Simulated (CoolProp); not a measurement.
A closed Brayton cycle with dry air: compressor inlet 333.15 K and 4.4 MPa, high pressure 12 MPa, turbine inlet 945 K, compressor efficiency 0.89, turbine efficiency 0.93, recuperator effectiveness 0.8 (on enthalpy, no pinch check). Each further row changes one setting.

Computed with CoolProp (reference Helmholtz-energy equation of state, Lemmon 2000). It is a pseudo-pure fit of the blend.

```
case                           thermal efficiency (%)  net work (kJ/kg)  compressor to turbine work  compressor exit (K)  turbine exit (K)
-----------------------------  ----------------------  ----------------  --------------------------  -------------------  ----------------
as stated                                        34.5               101                        0.56                458.3             743.4
turbine inlet 895 K                              32.7              89.1                        0.59                458.3             702.4
compressor inlet 343.15 K                        33.5              97.3                        0.57                471.8             743.4
high pressure 10.2 MPa                           33.7              91.4                        0.53                435.6             773.2
recuperator effectiveness 0.5                    26.3               101                        0.56                458.3             743.4
```
